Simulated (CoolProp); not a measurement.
Vapour pressure (kPa) of methane: the reference equation beside estimates from Tc = 190.6 K, pc = 4599 kPa, ω = 0.011. Clausius-Clapeyron is anchored at 165.3 K with a constant enthalpy of vaporisation of 5.560 kJ/mol.

Computed with CoolProp (reference Helmholtz-energy equation of state, Setzmann 1991).

```json
[
 {"T (K)": "138.1", "reference": "580.4", "Lee-Kesler": "581.1", "Clausius-Clapeyron": "882.3", "van der Waals": "1098", "Redlich-Kwong": "535.2", "Soave-Redlich-Kwong": "582.4", "Peng-Robinson": "583.8"},
 {"T (K)": "143.5", "reference": "765.1", "Lee-Kesler": "766.7", "Clausius-Clapeyron": "1059", "van der Waals": "1325", "Redlich-Kwong": "723.6", "Soave-Redlich-Kwong": "770.7", "Peng-Robinson": "769.9"},
 {"T (K)": "148.9", "reference": "989.1", "Lee-Kesler": "991.2", "Clausius-Clapeyron": "1254", "van der Waals": "1580", "Redlich-Kwong": "954.2", "Soave-Redlich-Kwong": "999.2", "Peng-Robinson": "995.8"},
 {"T (K)": "154.4", "reference": "1262", "Lee-Kesler": "1264", "Clausius-Clapeyron": "1471", "van der Waals": "1869", "Redlich-Kwong": "1237", "Soave-Redlich-Kwong": "1278", "Peng-Robinson": "1271"},
 {"T (K)": "159.8", "reference": "1579", "Lee-Kesler": "1581", "Clausius-Clapeyron": "1703", "van der Waals": "2184", "Redlich-Kwong": "1566", "Soave-Redlich-Kwong": "1601", "Peng-Robinson": "1592"},
 {"T (K)": "165.3", "reference": "1957", "Lee-Kesler": "1958", "Clausius-Clapeyron": "1957", "van der Waals": "2537", "Redlich-Kwong": "1958", "Soave-Redlich-Kwong": "1986", "Peng-Robinson": "1973"},
 {"T (K)": "170.7", "reference": "2388", "Lee-Kesler": "2387", "Clausius-Clapeyron": "2224", "van der Waals": "2916", "Redlich-Kwong": "2402", "Soave-Redlich-Kwong": "2422", "Peng-Robinson": "2408"},
 {"T (K)": "176.1", "reference": "2883", "Lee-Kesler": "2882", "Clausius-Clapeyron": "2508", "van der Waals": "3328", "Redlich-Kwong": "2909", "Soave-Redlich-Kwong": "2921", "Peng-Robinson": "2906"},
 {"T (K)": "181.6", "reference": "3462", "Lee-Kesler": "3462", "Clausius-Clapeyron": "2814", "van der Waals": "3782", "Redlich-Kwong": "3492", "Soave-Redlich-Kwong": "3498", "Peng-Robinson": "3485"},
 {"T (K)": "187", "reference": "4114", "Lee-Kesler": "4116", "Clausius-Clapeyron": "3130", "van der Waals": "4263", "Redlich-Kwong": "4135", "Soave-Redlich-Kwong": "4137", "Peng-Robinson": "4130"}
]
```

Absolute difference from the reference over all 10 rows, mean and median: Lee-Kesler 0.1 and 0.1 %, Clausius-Clapeyron 20.4 and 17.6 %, van der Waals 38.9 and 34.0 %, Redlich-Kwong 2.2 and 0.9 %, Soave-Redlich-Kwong 1.1 and 1.2 %, Peng-Robinson 0.7 and 0.7 %.
